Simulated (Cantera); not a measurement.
Input: 1 mol TEOS, 19 mol N₂O, held at 1.30 mbar.

Cantera equilibrium calculation (NASA polynomials, part measured and part estimated; ideal gas, pure solids and liquids). Candidate condensed phases: C, C₆H₆, C₇H₈, C₈H₁₈, H₂O, Si, SiC, SiO₂, Si₂N₂O, Si₃N₄; 151 gas species. The feed counts by its element totals alone. The tables hold silica as quartz up to 1696 K and as liquid above; real silica turns to tridymite and cristobalite and melts near 1996 K. Kinetics and transport are ignored.

Which condensed phases are stable at each of these points (T (°C)): 475, 550, 625, 700, 775, 850, 925, 1000?


| T (°C) | condensed phases | Si condensed (%) |
|---|---|---|
| 475 | SiO₂(α-quartz) | 100.0 |
| 550 | SiO₂(α-quartz) | 100.0 |
| 625 | SiO₂(β-quartz) | 100.0 |
| 700 | SiO₂(β-quartz) | 100.0 |
| 775 | SiO₂(β-quartz) | 100.0 |
| 850 | SiO₂(β-quartz) | 100.0 |
| 925 | SiO₂(β-quartz) | 100.0 |
| 1000 | SiO₂(β-quartz) | 100.0 |

From 475 °C to 550 °C the condensed part is SiO₂(α-quartz). From 625 °C to 1000 °C the condensed part is SiO₂(β-quartz).
